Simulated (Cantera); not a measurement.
Input: 1 mol SiH₂Cl₂, 15 mol N₂, held at 2.40 mbar.

Cantera equilibrium calculation (NASA polynomials, part measured and part estimated; ideal gas, pure solids and liquids). Candidate condensed phases: NH₄Cl, Si, Si₃N₄; 28 gas species. N₂ is the only nitrogen source here; it is nearly inert below about 1500 K, so the nitride shown seldom forms there in practice. Equilibrium is a limit: real reactors are often held back by kinetics, nucleation or transport.

Over these rows the condensed part is Si₃N₄(s). Partial pressures as log10 of bar:

```tsv
T (K)	1000/T (1/K)	log p SiCl₄	log p N₂	log p HCl	log p H₂
1250	0.8000	-4.86	-2.67	-3.66	-4.43
1300	0.7692	-4.99	-2.67	-3.67	-4.41
1350	0.7407	-5.22	-2.67	-3.69	-4.36
1400	0.7143	-5.56	-2.67	-3.73	-4.29
1450	0.6897	?	-2.67	-3.78	-4.21
1500	0.6667	-6.44	-2.68	-3.85	-4.13
```

### Question
Fit log p(SiCl₄) = a + b·(1000/T) to the five rows, give the apparent enthalpy, and predict the row at 1450 K.

### Answer
Means: 1000/T = 0.7382, log p = -5.414. Sxy = 0.124715, Sxx = 0.0104699, so b = 11.91 and a = -5.414 − (11.91)×0.7382 = -14.21.
Apparent enthalpy: −19.145 × (11.91) = -228 kJ/mol. With the condensed phases at unit activity, 1/3 Si₃N₄(s) + 4 HCl(g) = SiCl₄(g) + 2/3 N₂(g) + 2 H₂(g) links this pressure to the main gases: over the six rows their terms move log p by -1.35 in all, so the slope isn't that reaction's ΔH° alone. The five rows lie within 0.18 of the line; that is curvature, so one enthalpy describes this range poorly.
Prediction at 1450 K: -14.21 + (11.91)×0.6897 = -6.00. The computed value is -5.98, 0.02 from the line.
